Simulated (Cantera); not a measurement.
Input: 1 mol CF₄, 2.6 mol H₂, held at 920 Pa.

Method: chemical equilibrium by Gibbs-energy minimisation in Cantera with the NASA 1993 tables (ideal gas, pure condensed phases). Candidate condensed phases: C, C₆H₆, C₇H₈, C₈H₁₈; 110 gas species. Ions and electrons are included (thermal ionisation). Rates play no part. All values below are at 3250 K.

Base state: HF 0.447, H 0.321, F 0.147, C₃ 0.0322, C 0.0215, CF 0.0119, H₂ 0.00917, C₂ 0.00793 (mole fractions); condensed: gas only.

Problem. What changes in the equilibrium state with this change: H₂ from 2.6 to 4.1 mol?

Solution. 
| species | before | after |
|---|---|---|
| H | 0.321 | 0.493 |
| HF | 0.447 | 0.354 |
| F | 0.147 | 0.0758 |
| H₂ | 0.00917 | 0.0217 |
| CF | 0.0119 | 0.00541 |
| C₃ | 0.0322 | 0.0221 |
| C | 0.0215 | 0.0189 |
| CF₂ | 0.000167 | 3.92e-5 |
| C₅ | 0.000224 | 0.000119 |
| C₂H₂ (acetylene) | 0.000210 | 0.000386 |
